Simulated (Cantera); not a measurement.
A closed system holds: 1 mol Cu, 1.2 mol F2, a varied amount of H2, equilibrated at 1250 °C and 218 Torr.

These are equilibrium values from Cantera (NASA tables, ideal gas, pure condensed phases), not measurements of a reactor. Candidate condensed phases: Cu, CuF2; 15 gas species. The numbers say what is thermodynamically allowed, not how fast it happens.

x: gas mole fraction; n: condensed amount in mol.

```
n(H2) (mol)   x H2    x HF    x CuF     x Cu         x H   x H2F2  n Cu(l)
-----------  -----  ------  -------  -------  ----------  -------  -------
1.7          0.172   0.827  6.30e-5  4.16e-5  (withheld)  2.47e-6    1.000
2.2          0.294   0.706  4.11e-5  4.16e-5  (withheld)  1.80e-6    1.000
2.9          0.415   0.585  2.87e-5  4.16e-5  (withheld)  1.23e-6    1.000
3.8          0.520   0.480  2.10e-5  4.16e-5  (withheld)  8.30e-7    1.000
4.9          0.607   0.393  1.60e-5  4.16e-5     3.35e-5  5.58e-7    1.000
6.3          0.680   0.320  1.23e-5  4.16e-5     3.55e-5  3.69e-7    1.000
8.2          0.745   0.255  9.35e-6  4.16e-5     3.71e-5  2.35e-7    1.000
11           0.803   0.197  6.94e-6  4.16e-5     3.85e-5  1.39e-7    0.999
14           0.842   0.158  5.44e-6  4.16e-5     3.95e-5  8.99e-8    0.999
18           0.875   0.125  4.22e-6  4.16e-5     4.02e-5  5.63e-8    0.999
23           0.901  0.0992  3.30e-6  4.16e-5     4.08e-5  3.55e-8    0.999
```

### Question
What belongs in the gaps?

### Answer

- 1.7, x H: 1.79e-5
- 2.2, x H: 2.33e-5
- 2.9, x H: 2.77e-5
- 3.8, x H: 3.10e-5
